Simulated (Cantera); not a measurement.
A closed system holds: 1 mol Si3H8, 14 mol N2, 0.0072 mol Cl2, at 1698 K.

Equilibrium computed with Cantera from the NASA thermochemical tables; the gas is ideal and each condensed phase is pure. Candidate condensed phases: NH4Cl, Si, Si3N4; 28 gas species. The feed counts by its element totals alone. The numbers say what is thermodynamically allowed, not how fast it happens.

Question: Which condensed phases are stable at each of these points (P (Pa)): 100, 460, 2100, 9600, 44000, 200000?

Answer: 
| P (Pa) | condensed phases | Si condensed (%) |
|---|---|---|
| 100 | Si(l) | 99.5 |
| 460 | Si3N4(s) | 99.9 |
| 2100 | Si3N4(s) | 100.0 |
| 9600 | Si3N4(s) | 100.0 |
| 44000 | Si3N4(s) | 100.0 |
| 200000 | Si3N4(s) | 100.0 |

At 0.00100 bar the condensed part is Si(l). From 0.00460 bar to 2.00 bar the condensed part is Si3N4(s).
